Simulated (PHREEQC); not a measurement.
# Metal-bearing waste water: speciation

A solution holds 0.0064 mol Al2(SO4)3, 0.0008 mol MgSO4, 0.011 mol HCl and 0.0078 mol Na2SO4 per kg of water, at 35 °C. Closed to the air; pH follows from the charge balance.

Computed with PHREEQC (ion-association model, phreeqc.dat).

This is a speciation only: nothing precipitates in the calculation.

**Question.** What pH, ionic strength does the model give?

**Answer.** pH 2.23; ionic strength 0.0555 mol/kgw.

**Question.** In which forms is Na present?

**Answer.** Na+ 98 %, NaSO4- 2.4 % of the Na.
